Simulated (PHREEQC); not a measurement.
HCl is added in steps, without added water, to 1 kg of water holding 0.0014 mol/kgw Ni(NO3)2, 0.00082 mol/kgw H3BO3 and 0.049 mol/kgw NiCl2, at 20 °C. O2 is buffered at 0.21 atm. CO2 is held at log p = -3.4 (atm). The run lets Ni(OH)2, NiCO3 precipitate or redissolve, and no other solid.

Base run: PHREEQC, ion-association model, wateq4f.dat. Each further column changes one thing. The table gives pH.

```json
[
 {"HCl added (mol)": "0", "base": "5.24", "NiCl2 from 0.049 to 0.0098 mol/kgw": "5.38", "H3BO3 left out": "5.25", "diluted 100-fold with water": "5.56", "no solid may form": "5.24"},
 {"HCl added (mol)": "0.0013", "base": "2.98", "NiCl2 from 0.049 to 0.0098 mol/kgw": "2.95", "H3BO3 left out": "2.98", "diluted 100-fold with water": "[?]", "no solid may form": "2.98"},
 {"HCl added (mol)": "0.0026", "base": "2.68", "NiCl2 from 0.049 to 0.0098 mol/kgw": "2.65", "H3BO3 left out": "2.68", "diluted 100-fold with water": "[?]", "no solid may form": "2.68"},
 {"HCl added (mol)": "0.00455", "base": "2.43", "NiCl2 from 0.049 to 0.0098 mol/kgw": "2.40", "H3BO3 left out": "2.43", "diluted 100-fold with water": "[?]", "no solid may form": "2.43"},
 {"HCl added (mol)": "0.00585", "base": "2.32", "NiCl2 from 0.049 to 0.0098 mol/kgw": "2.30", "H3BO3 left out": "2.32", "diluted 100-fold with water": "[?]", "no solid may form": "2.32"},
 {"HCl added (mol)": "0.00715", "base": "2.24", "NiCl2 from 0.049 to 0.0098 mol/kgw": "2.21", "H3BO3 left out": "2.24", "diluted 100-fold with water": "2.18", "no solid may form": "2.24"},
 {"HCl added (mol)": "0.00845", "base": "2.16", "NiCl2 from 0.049 to 0.0098 mol/kgw": "2.14", "H3BO3 left out": "2.16", "diluted 100-fold with water": "[?]", "no solid may form": "2.16"},
 {"HCl added (mol)": "0.0104", "base": "2.07", "NiCl2 from 0.049 to 0.0098 mol/kgw": "2.05", "H3BO3 left out": "2.07", "diluted 100-fold with water": "2.02", "no solid may form": "2.07"},
 {"HCl added (mol)": "0.0117", "base": "2.02", "NiCl2 from 0.049 to 0.0098 mol/kgw": "2.00", "H3BO3 left out": "2.02", "diluted 100-fold with water": "1.98", "no solid may form": "2.02"},
 {"HCl added (mol)": "0.013", "base": "1.98", "NiCl2 from 0.049 to 0.0098 mol/kgw": "1.95", "H3BO3 left out": "1.98", "diluted 100-fold with water": "1.93", "no solid may form": "1.98"}
]
```

What belongs in the gaps?


- 0.0013, diluted 100-fold with water: 2.91
- 0.0026, diluted 100-fold with water: 2.61
- 0.00455, diluted 100-fold with water: 2.37
- 0.00585, diluted 100-fold with water: 2.27
- 0.00845, diluted 100-fold with water: 2.11
